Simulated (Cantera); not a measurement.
What does this Cantera script print?

```python
import numpy as np
import cantera as ct

gas_names = [...]  # 113 gases of nasa_gas.yaml made of C, F, H, Si
cond_names = """
    C(gr) C6H6(L) C7H8(L) C8H18(L),n-octa Si(cr) Si(L) SiC(b)
""".split()


# ... load() reads the species with a 1 bar reference pressure and builds the phases ...
atoms = {
    'CH2F2': {'C': 1, 'H': 2, 'F': 2},
    'Si': {'Si': 1},
}
top_T = {'C(gr)': 4500, 'SiC(b)': 3050}  # K; cautious upper limits of use, not melting points


# ... equilibrate(T, P, feed) seeds the gas with the atoms and calls Mixture.equilibrate('TP', solver="vcs", rtol=1e-11, max_steps=5000) ...
results = []
feed = {'CH2F2': 1, 'Si': 0.02}  # mol
T = 1873.15  # K
P = 6800  # Pa
mix = equilibrate(T, P, feed)
results.append((T, P, feed, dict(zip(mix.species_names, mix.species_moles))))
x = sorted(zip(gas.X, gas.species_names), reverse=True)
print(f"T = {T:g} K  P = {P:g} Pa  gas = {mix.phase_moles(0):.4g} mol")
print("   x: " + "  ".join(f"{s} {v:.3e}" for v, s in x if v > 1e-06))
print("   condensed (mol): " + ("  ".join(f"{mix.phase(i).name} {mix.phase_moles(i):.4g}"
      for i in range(1, mix.n_phases) if mix.phase_moles(i) > 1e-12) or "none"))
```

Result:

```
T = 1873.15 K  P = 6800 Pa  gas = 1.98 mol
   x: HF 9.696e-01  H2 1.997e-02  SiF4 1.000e-02  H 3.502e-04  SiF3 9.496e-05  C2H2,acetylene 6.239e-06  F 4.033e-06
   condensed (mol): C(gr) 1
```

Method: chemical equilibrium by Gibbs-energy minimisation in Cantera with the NASA 1993 tables (ideal gas, pure condensed phases). The tables' values for SiF3 are old estimates; treat these amounts as uncertain.
